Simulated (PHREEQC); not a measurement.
A made-up water analysis in mg/kgw, 20 °C, pH 5.89, pe 12.4: Na 0.452; K 1.04; Ca 1.59; Mg 1.77; Cl 5.38; S(6) as SO4 2.87; Alkalinity as HCO3 3.44; Cd 0.00582; F 0.0176.

Valence states are taken as typed.

Equilibrium calculation in PHREEQC: ion-association model, phreeqc.dat.

Each row changes one thing in this solution. Precipitation was switched off in this run.

```json
[
 {"case": "as made", "CO2 (mol/kgw)": "0.000175", "HCO3- (mol/kgw)": "5.76e-5", "MgSO4 (mol/kgw)": "3.64e-7", "CaSO4 (mol/kgw)": "1.65e-7", "MgHCO3+ (mol/kgw)": "4.37e-8", "CaHCO3+ (mol/kgw)": "2.43e-8", "SI of Otavite (CdCO3)": "-3.97", "SI of Gypsum (CaSO4:2H2O)": "-4.43"},
 {"case": "all concentrations times 3 at the same typed pH", "CO2 (mol/kgw)": "0.000506", "HCO3- (mol/kgw)": "0.000170", "MgSO4 (mol/kgw)": "2.79e-6", "CaSO4 (mol/kgw)": "___", "MgHCO3+ (mol/kgw)": "___", "CaHCO3+ (mol/kgw)": "2.00e-7", "SI of Otavite (CdCO3)": "-3.07", "SI of Gypsum (CaSO4:2H2O)": "-3.55"},
 {"case": "pH from 5.89 to 6.19 at the same alkalinity", "CO2 (mol/kgw)": "8.66e-5", "HCO3- (mol/kgw)": "5.70e-5", "MgSO4 (mol/kgw)": "3.64e-7", "CaSO4 (mol/kgw)": "1.65e-7", "MgHCO3+ (mol/kgw)": "4.32e-8", "CaHCO3+ (mol/kgw)": "2.41e-8", "SI of Otavite (CdCO3)": "___", "SI of Gypsum (CaSO4:2H2O)": "-4.43"},
 {"case": "temperature from 20 to 50 °C at the same typed pH", "CO2 (mol/kgw)": "0.000140", "HCO3- (mol/kgw)": "5.76e-5", "MgSO4 (mol/kgw)": "7.30e-7", "CaSO4 (mol/kgw)": "1.99e-7", "MgHCO3+ (mol/kgw)": "5.22e-8", "CaHCO3+ (mol/kgw)": "3.32e-8", "SI of Otavite (CdCO3)": "-3.77", "SI of Gypsum (CaSO4:2H2O)": "-4.41"}
]
```

Problem. What belongs in the gaps?

Solution. 
- all concentrations times 3 at the same typed pH, CaSO4 (mol/kgw): 1.26e-6
- all concentrations times 3 at the same typed pH, MgHCO3+ (mol/kgw): 3.60e-7
- pH from 5.89 to 6.19 at the same alkalinity, SI of Otavite (CdCO3): -3.68

Constants without temperature data keep their 25 °C values here.
